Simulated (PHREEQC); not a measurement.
0.27 g of hydrous ferric oxide (600 m²/g; 0.2 weak and 0.005 strong sites per Fe, Dzombak-Morel constants, diffuse double layer) in 1 kg of water with 0.005 mol/kgw of an inert sodium salt and 0.56 mmol/kgw CuSO4, at 25 °C; the pH is set by adding NaOH or the inert anion's acid. Oxygen is held at 0.21 atm. The system is closed to CO2. Precipitation was switched off in this run.

Base run: PHREEQC, ion-association model, wateq4f.dat. Each further column changes one thing. The table gives S sorbed (%).

```tsv
pH	base	no electrostatic term (-no_edl)	background salt from 0.005 to 0.0005 mol/kgw	oxide from 0.27 to 1.4 g/kgw	0.00029 mol/kgw Ag2SO4 added
3	50.5	0.1	52.1	100.0	33.7
3.75	50.1	0.1	52.0	100.0	33.5
4.5	47.2	0.1	49.0	99.9	32.0
4.88	43.8	0.1	45.6	99.7	30.0
5.62	35.4	0.0	37.2	97.8	24.2
6.38	31.9	0.0	33.9	81.2	21.5
7.12	29.6	0.0	31.7	43.8	20.1
7.5	25.9	0.0	28.0	23.5	18.1
8.25	9.5	0.0	10.8	2.2	7.6
9	0.6	0.0	0.8	0.1	0.6
```

In at least one series the solution becomes supersaturated in solids that the run did not let form, among them Cu(OH)2, Brochantite, Antlerite. The database's constant for dissolved Cu(OH)2 is higher than later reviews accept. The oxide is taken as insoluble; below pH 4 it would dissolve.
